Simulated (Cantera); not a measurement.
Source: NASA polynomial tables (part measured, part estimated), evaluated in Cantera. Values are per mole of reaction as written; species without (g) are pure solids or liquids, kept so even where they would boil at 1 bar.

### Question
Between 300 and 2798 K, where is each reaction favourable under standard conditions?
- 3 P4O10(g) ⇌ 3 P4(g) + 10 O3(g)
- 2 P2(g) + 6 H2O(g) ⇌ 4 PH3(g) + 3 O2(g)

### Answer
- 3 P4O10(g) ⇌ 3 P4(g) + 10 O3(g): ΔG° is 9702 kJ at 300 K and 4922 kJ at 2798 K; it stays positive (K < 1). ΔH° is 10179 kJ and ΔS° 1879 J/K at 2798 K.
- 2 P2(g) + 6 H2O(g) ⇌ 4 PH3(g) + 3 O2(g): ΔG° is 1219 kJ at 300 K and 1449 kJ at 2798 K; it stays positive (K < 1). ΔH° is 1259 kJ and ΔS° -68 J/K at 2798 K.
